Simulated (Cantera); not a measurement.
A closed system holds: 1 mol C2F6, 0.012 mol F2, equilibrated at 1925 K and 0.170 bar.

Cantera equilibrium calculation (NASA polynomials, part measured and part estimated; ideal gas, pure solids and liquids). Candidate condensed phases: C; 13 gas species. The feed counts by its element totals alone. Gases not in the tables: C2F6 and larger saturated fluorocarbons. Rates play no part.

Base state: CF4 0.981, CF2 0.0140, CF3 0.00263, F 0.00202 (mole fractions); condensed: C(graphite).

### Question
What changes in the equilibrium state with this change: temperature from 1925 K to 1648 K?

### Answer
```tsv
species	before	after
CF4	0.981	0.999
CF2	0.0140	0.000771
CF3	0.00263	0.000249
F	0.00202	7.28e-5
C(graphite), mol	0.483	0.493
```
